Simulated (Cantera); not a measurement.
Cantera with NASA thermochemical tables; ideal gases at 1 bar, condensed phases pure. Values are per mole of reaction as written; species without (g) are pure solids or liquids, kept so even where they would boil at 1 bar.

2 Cr2N + 3 H2(g) + 2 O3(g) ⇌ 2 Cr2O3 + 2 NH3(g)

```csv
T (K),ΔH° (kJ),ΔS° (J/K),ΔG° (kJ),log10 K
400,-2394.8,-455.2,-2212.7,288.95
475,-2396.2,-458.3,-2178.5,239.56
550,-2397.8,-461.4,-2144.0,203.62
625,-2399.2,-463.8,-2109.3,176.28
700,-2400.4,-465.7,-2074.4,154.79
775,-2401.5,-467.2,-2039.5,137.46
850,…,…,…,…
925,…,…,…,…
1000,-2405.2,-471.3,-1933.9,101.01
```

### Question
Complete the blanks.

### Answer

- 850, ΔH° (kJ): -2402.6
- 850, ΔS° (J/K): -468.6
- 850, ΔG° (kJ): -2004.4
- 850, log10 K: 123.17
- 925, ΔH° (kJ): -2403.9
- 925, ΔS° (J/K): -469.9
- 925, ΔG° (kJ): -1969.2
- 925, log10 K: 111.20
